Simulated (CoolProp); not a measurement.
Computed with CoolProp (reference Helmholtz-energy equation of state, Thol 2019).

Q: Give the vapour pressure (kPa), enthalpy of vaporisation (kJ/kg), liquid cp (kJ/(kg K)), vapour Z of saturated decamethylcyclopentasiloxane (D5) at 488.8, 505.8 K.

A: 
| T (K) | p (kPa) | enthalpy of vaporisation (kJ/kg) | liquid cp (kJ/(kg K)) | vapour Z |
|---|---|---|---|---|
| 488.8 | 113 | 108 | 2.01 | 0.901 |
| 505.8 | 164 | 102 | 2.04 | 0.870 |
